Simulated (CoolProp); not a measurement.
C2F6 (R116) at 385.98 K and 1.7 MPa is throttled through a valve to 0.43 MPa with no heat exchange. Each further row changes one setting.

The numbers come from the reference Helmholtz-energy equation of state, Lemmon 2006 in CoolProp. It is a short technical equation, of lower accuracy than the large ones.

```tsv
case	temperature change (K)	final density (kg/m³)
as stated	?	?
outlet pressure 0.129 MPa	?	?
outlet pressure 0.559 MPa	?	25.0
```

Question: What belongs in the gaps?

Answer: 
- as stated, temperature change (K): -5.6
- as stated, final density (kg/m³): 19.1
- outlet pressure 0.129 MPa, temperature change (K): -6.9
- outlet pressure 0.129 MPa, final density (kg/m³): 5.68
- outlet pressure 0.559 MPa, temperature change (K): -5.0
